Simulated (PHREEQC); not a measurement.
**Acid rinse or clean**

A solution holds 0.0012 mol/kgw HBr, 0.048 mol/kgw CaCl2 and 0.11 mol/kgw MnSO4, at 25 °C. Closed to the air; pH follows from the charge balance.

Model: ion-association model with the Debye-Hückel limiting law, phreeqc.dat, run in PHREEQC.

- pH: 3.42
- ionic strength: 0.573 mol/kgw
- activity of water: 0.994
- total alkalinity: -1.20 meq/kg

```csv
species,molality,activity,log γ
SO4-2,0.107,0.00307,-1.544
Mn+2,0.107,0.00306,-1.544
Cl-,0.0948,0.0390,-0.386
Ca+2,0.0473,0.00135,-1.544
MnSO4,0.00167,0.00167,0.000
Br-,0.00120,0.000493,-0.386
MnCl+,0.00118,0.000487,-0.386
H+,0.000921,0.000379,-0.386
CaSO4,0.000737,0.000737,0.000
HSO4-,0.000275,0.000113,-0.386
MnCl2,8.28e-6,8.28e-6,0.000
CaHSO4+,4.46e-6,1.84e-6,-0.386
MnCl3-,2.16e-7,8.89e-8,-0.386
```

No solid was allowed to form. Complexes and solids missing from the database can't appear.
